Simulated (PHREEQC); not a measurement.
Make-up at 25 °C: 180 mmol/kgw HF, 0.46 mmol/kgw NH4HF2, 0.28 mmol/kgw (NH4)2SiF6 and 170 mmol/kgw H3PO4. Closed to the air; pH follows from the charge balance.

Model: ion-association model, phreeqc.dat, run in PHREEQC.

Precipitation was switched off in this run.

**Question.** Order these F species by the share of F that they hold, largest first: HF, HF2-, F-, SiF6-2.

**Answer.** HF (94 %), HF2- (3.0 %), F- (2.3 %), SiF6-2 (0.92 %)

The pH is 1.47 and the ionic strength 0.0406 mol/kgw. Complexes and solids missing from the database can't appear. SiF6-2 is the database's only silicon fluoride.
